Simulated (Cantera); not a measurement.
An isothermal, constant-pressure homogeneous reactor starts with 61.7 % NH3, 38.3 % H2, at 1800 K and 0.0286 atm.

Detailed kinetics in Cantera: the gas-phase N/H chemistry of the illustrative SiF4/NH3 mechanism in the Surface Chemkin manual (1991). Walls and surfaces, which speed up NH3 decomposition in real reactors, are not modelled.

x: mole fraction; the columns are a selection and need not sum to one.

```json
[
 {"t (s)": "3.00e-6", "x NH3": "0.617", "x H2": "0.383", "x NH": "<1e-12", "x N2H4": "<1e-12", "x NH2": "6.17e-8", "x H": "?"},
 {"t (s)": "1.72e-5", "x NH3": "0.617", "x H2": "0.383", "x NH": "1.58e-12", "x N2H4": "<1e-12", "x NH2": "4.37e-7", "x H": "?"},
 {"t (s)": "9.85e-5", "x NH3": "0.617", "x H2": "0.383", "x NH": "1.36e-10", "x N2H4": "<1e-12", "x NH2": "2.65e-6", "x H": "?"},
 {"t (s)": "0.000565", "x NH3": "0.617", "x H2": "0.383", "x NH": "6.31e-9", "x N2H4": "1.86e-11", "x NH2": "1.53e-5", "x H": "?"},
 {"t (s)": "0.00324", "x NH3": "0.617", "x H2": "0.383", "x NH": "2.15e-7", "x N2H4": "6.28e-10", "x NH2": "8.75e-5", "x H": "?"},
 {"t (s)": "0.0185", "x NH3": "0.616", "x H2": "0.383", "x NH": "3.66e-6", "x N2H4": "1.13e-8", "x NH2": "0.000371", "x H": "?"},
 {"t (s)": "0.106", "x NH3": "0.606", "x H2": "0.390", "x NH": "4.42e-6", "x N2H4": "1.35e-8", "x NH2": "0.000406", "x H": "?"},
 {"t (s)": "0.609", "x NH3": "0.553", "x H2": "0.427", "x NH": "4.34e-6", "x N2H4": "1.20e-8", "x NH2": "0.000382", "x H": "?"},
 {"t (s)": "3.49", "x NH3": "0.346", "x H2": "0.570", "x NH": "3.83e-6", "x N2H4": "6.38e-9", "x NH2": "0.000279", "x H": "?"},
 {"t (s)": "20.0", "x NH3": "0.0554", "x H2": "0.770", "x NH": "1.97e-6", "x N2H4": "5.05e-10", "x NH2": "7.85e-5", "x H": "?"}
]
```

Q: Some entries are withheld; supply them.

A: 
- 3.00e-6, x H: 3.90e-8
- 1.72e-5, x H: 1.40e-7
- 9.85e-5, x H: 6.54e-7
- 0.000565, x H: 3.60e-6
- 0.00324, x H: 2.03e-5
- 0.0185, x H: 8.65e-5
- 0.106, x H: 9.79e-5
- 0.609, x H: 0.000110
- 3.49, x H: 0.000172
- 20.0, x H: 0.000408
